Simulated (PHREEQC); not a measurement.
1 kg of water holding 0.27 mol/kgw KCl, 0.007 mol/kgw K2SO4 and 0.016 mol/kgw K2CO3 is evaporated at 20 °C; the solids stay in contact with the brine. CO2 is held at log p = -3.4 (atm). Solids allowed: Arcanite, Kalicinite, Misenite, Sylvite. Others were left out.

The series has 28 steps of water left (kg), from 0.9998 to 0.005.

All values are PHREEQC results (Pitzer model, pitzer.dat), not measurements.

Question: Which solids form, in which order, and at which step of the series does each first stand?

Answer: Arcanite from water left = 0.06415 kg (pH 9.91); Sylvite from water left = 0.05273 kg (pH 9.96).
